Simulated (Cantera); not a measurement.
# NO annealing gas

An isothermal, constant-pressure homogeneous reactor starts with 78.7 % NO, 21.3 % N2, at 1673 K and 101000 Pa.

Model: GRI-Mech 3.0 (53 species, 325 reactions), integrated in Cantera.

```tsv
t (s)	x NO	x N2O	x O	x N2	x NO2
0.000900	0.787	3.55e-5	6.12e-7	0.213	4.02e-5
0.00286	0.787	9.59e-5	1.22e-6	0.213	0.000136
0.00911	0.786	0.000192	2.50e-6	0.213	0.000364
0.0290	0.785	0.000237	3.14e-6	0.214	0.000482
0.0921	0.779	0.000234	3.60e-6	0.216	0.000558
0.293	0.762	0.000224	4.73e-6	0.225	0.000736
0.932	0.713	0.000194	7.04e-6	0.249	0.00105
2.97	0.591	0.000132	1.08e-5	0.311	0.00137
9.43	0.376	5.27e-5	1.53e-5	0.418	0.00125
30.0	0.164	1.00e-5	1.87e-5	0.524	0.000671
```
x: mole fraction; the columns are a selection and need not sum to one.

Equilibrium at this temperature and pressure: NO 0.00314, N2O 1.63e-7, O 2.09e-5, N2 0.605, NO2 1.44e-5 (gas phase only).
